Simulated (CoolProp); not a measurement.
Vapour-liquid equilibrium of benzene (1) + dimethyl carbonate (2) at 1030 kPa; x and y are mole fractions of (1).

Values from CoolProp's multi-fluid Helmholtz-energy mixture model, Thol 2012 and Zhou 2011; pair parameters Bell 2016.

```json
[
 {"x": "0.05", "bubble temperature (°C)": "184.4", "y at the bubble point": "0.062", "dew temperature at overall composition x (°C)": "184.6", "liquid density (mol/L)": "9.106"},
 {"x": "0.125", "bubble temperature (°C)": "183.2", "y at the bubble point": "0.150", "dew temperature at overall composition x (°C)": "183.5", "liquid density (mol/L)": "9.081"},
 {"x": "0.2", "bubble temperature (°C)": "182.2", "y at the bubble point": "0.232", "dew temperature at overall composition x (°C)": "182.6", "liquid density (mol/L)": "9.055"},
 {"x": "0.275", "bubble temperature (°C)": "181.3", "y at the bubble point": "0.309", "dew temperature at overall composition x (°C)": "181.7", "liquid density (mol/L)": "9.029"},
 {"x": "0.35", "bubble temperature (°C)": "180.6", "y at the bubble point": "0.382", "dew temperature at overall composition x (°C)": "180.9", "liquid density (mol/L)": "9.003"},
 {"x": "0.425", "bubble temperature (°C)": "180.0", "y at the bubble point": "0.452", "dew temperature at overall composition x (°C)": "180.2", "liquid density (mol/L)": "8.977"},
 {"x": "0.5", "bubble temperature (°C)": "179.6", "y at the bubble point": "0.521", "dew temperature at overall composition x (°C)": "179.7", "liquid density (mol/L)": "8.952"},
 {"x": "0.575", "bubble temperature (°C)": "179.3", "y at the bubble point": "0.588", "dew temperature at overall composition x (°C)": "179.3", "liquid density (mol/L)": "8.928"},
 {"x": "0.65", "bubble temperature (°C)": "179.1", "y at the bubble point": "0.656", "dew temperature at overall composition x (°C)": "179.1", "liquid density (mol/L)": "8.905"},
 {"x": "0.725", "bubble temperature (°C)": "179.0", "y at the bubble point": "0.724", "dew temperature at overall composition x (°C)": "179.0", "liquid density (mol/L)": "8.883"},
 {"x": "0.8", "bubble temperature (°C)": "179.1", "y at the bubble point": "0.795", "dew temperature at overall composition x (°C)": "179.1", "liquid density (mol/L)": "8.861"},
 {"x": "0.875", "bubble temperature (°C)": "179.4", "y at the bubble point": "0.868", "dew temperature at overall composition x (°C)": "179.4", "liquid density (mol/L)": "8.841"},
 {"x": "0.95", "bubble temperature (°C)": "179.8", "y at the bubble point": "0.945", "dew temperature at overall composition x (°C)": "179.8", "liquid density (mol/L)": "8.820"}
]
```

y crosses x between x = 0.65 and 0.725: the model has an azeotrope there.

The pair parameters rest on a limited set of measurements; away from them the model extrapolates.
